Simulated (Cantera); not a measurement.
A closed system holds: 1 mol Al₂O₃, 0.28 mol H₂O, held at 2.40 bar.

These are equilibrium values from Cantera (NASA tables, ideal gas, pure condensed phases), not measurements of a reactor. Candidate condensed phases: Al, Al₂O₃, H₂O; 19 gas species. Gases not in the tables: Al(OH)₃. Kinetics and transport are ignored.

Q: At 1575 K, list the 4 most abundant gas species with their mole fractions, and the condensed phases.

A: H₂O 1.000, H₂ 0.000282, O₂ 0.000127, OH 5.80e-5. Condensed: Al₂O₃(s).
